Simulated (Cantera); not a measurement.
Charge: 1 mol AlCl3, 2.2 mol N2O, 7.3 mol N2, equilibrated at 143 Torr.

Method: chemical equilibrium by Gibbs-energy minimisation in Cantera with the NASA 1993 tables (ideal gas, pure condensed phases). Candidate condensed phases: Al, AlCl3, AlN, Al2O3; 24 gas species. Rates play no part.

Over these rows the condensed part is Al2O3(s). Partial pressures as log10 of bar:

| T (K) | 1000/T (1/K) | log p AlCl3 | log p N2 | log p Cl | log p Cl2 | log p O2 |
|---|---|---|---|---|---|---|
| 1425 | 0.7018 | -4.64 | -0.80 | -2.29 | -1.65 | -2.24 |
| 1525 | 0.6557 | -4.13 | -0.81 | -2.02 | -1.71 | -2.24 |
| 1625 | 0.6154 | ? | -0.82 | -1.80 | -1.80 | -2.25 |
| 1725 | 0.5797 | -3.52 | -0.83 | -1.63 | -1.94 | -2.25 |
| 1825 | 0.5479 | -3.40 | -0.84 | -1.52 | -2.14 | -2.26 |
| 1925 | 0.5195 | -3.40 | -0.84 | -1.45 | -2.37 | -2.27 |

**Question.** Fit log p(AlCl3) = a + b·(1000/T) to the five rows, give the apparent enthalpy, and predict the row at 1625 K.

**Answer.** Means: 1000/T = 0.6009, log p = -3.818. Sxy = -0.162534, Sxx = 0.0230682, so b = -7.05 and a = -3.818 − (-7.05)×0.6009 = 0.42.
Apparent enthalpy: −19.145 × (-7.05) = 135 kJ/mol. With the condensed phases at unit activity, 1/2 Al2O3(s) + 3 Cl(g) = AlCl3(g) + 3/4 O2(g) links this pressure to the main gases: over the six rows their terms move log p by +2.54 in all, so the slope isn't that reaction's ΔH° alone. The five rows lie within 0.16 of the line; that is curvature, so one enthalpy describes this range poorly.
Prediction at 1625 K: 0.42 + (-7.05)×0.6154 = -3.92. The computed value is -3.76, 0.16 from the line.
